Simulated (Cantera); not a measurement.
A closed system holds: 1 mol Si3N4, 0.59 mol H2O, 18 mol N2, held at 0.133 bar.

Cantera equilibrium calculation (NASA polynomials, part measured and part estimated; ideal gas, pure solids and liquids). Candidate condensed phases: H2O, Si, SiO2, Si2N2O, Si3N4; 35 gas species. Mutual solubility and eutectic melting of coexisting phases are not modelled. Kinetics and transport are ignored. All values below are at 1073 K.

Base state: N2 0.969, H2 0.0314 (mole fractions); condensed: Si2N2O(s) + Si3N4(s).

Task: What changes in the equilibrium state with this change: Si3N4 replaced by BN?

Result: 
| species | before | after |
|---|---|---|
| N2 | 0.969 | 0.969 |
| H2 | 0.0314 | 0.0313 |
| H2O | <1e-9 | 0.000149 |
| Si2N2O(s), mol | 0.590 | 0 |
| Si3N4(s), mol | 0.607 | 0 |
| BN(s), mol | 0 | 0.609 |
| B2O3(l), mol | 0 | 0.196 |
Further candidate phases: B, BN, B2O3, B3O3H3.
